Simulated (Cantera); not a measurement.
A closed system holds: 1 mol Si(CH3)4, 0.46 mol CH4, 1900 mol H2, held at 0.0470 bar.

Cantera equilibrium calculation (NASA polynomials, part measured and part estimated; ideal gas, pure solids and liquids). Candidate condensed phases: C, C6H6, C7H8, C8H18, Si, SiC; 87 gas species. Gases not in the tables: Si2H6 and higher silanes. Equilibrium is a limit: real reactors are often held back by kinetics, nucleation or transport.

**Question.** Which condensed phases are stable at each of these points (T (°C)): 1277, 1377, 1477, 1577, 1677, 1777, 1877?

**Answer.** 
| T (°C) | condensed phases | Si condensed (%) |
|---|---|---|
| 1277 | C(graphite) + SiC(s) | 100.0 |
| 1377 | C(graphite) + SiC(s) | 100.0 |
| 1477 | C(graphite) + SiC(s) | 99.8 |
| 1577 | C(graphite) + SiC(s) | 98.8 |
| 1677 | C(graphite) + SiC(s) | 93.9 |
| 1777 | SiC(s) | 71.2 |
| 1877 | gas only | 0.0 |

From 1277 °C to 1677 °C the condensed part is C(graphite) + SiC(s). At 1777 °C the condensed part is SiC(s). At 1877 °C nothing is condensed.
